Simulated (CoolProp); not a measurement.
The fluid at 430.46 K and 5.13 MPa flows at 0.37 m/s in a round tube of 20 mm bore and 15 µm roughness, fully developed (64/Re and Nu = 3.66 if laminar; Colebrook and Gnielinski if turbulent). The same conditions are run with several fluids, on thermodynamics alone (safety and materials aside).

Model: reference Helmholtz-energy equation of state of each fluid (c-C4F8 (RC318): Platzer 1990; isobutane: Bücker 2006; oxygen: Schmidt 1985; propylene: Lemmon 2013; R142b: Lemmon 2006), in CoolProp. The equations of Platzer and Polt are older, rougher fits.

| fluid | Reynolds number | Darcy friction factor | pressure drop (Pa/m) | heat-transfer coefficient (W/(m² K)) | mass flow (kg/h) |
|---|---|---|---|---|---|
| c-C4F8 (RC318) | 105000 | 0.0212 | 44.6 | 728 | 257 |
| isobutane | 66600 | 0.0224 | 18.1 | 947 | 98.8 |
| oxygen | 12000 | 0.0307 | 4.79 | 68.4 | 19.1 |
| propylene | 37200 | 0.0244 | 6.72 | 233 | 33.6 |
| R142b | 93500 | 0.0215 | 25.4 | 812 | 145 |

Above 300 K oxygen's equation is extrapolated.

Transport values come from each fluid's own correlations; those of c-C4F8 (RC318), propylene, R142b are estimates that may be off by 10 % or more.
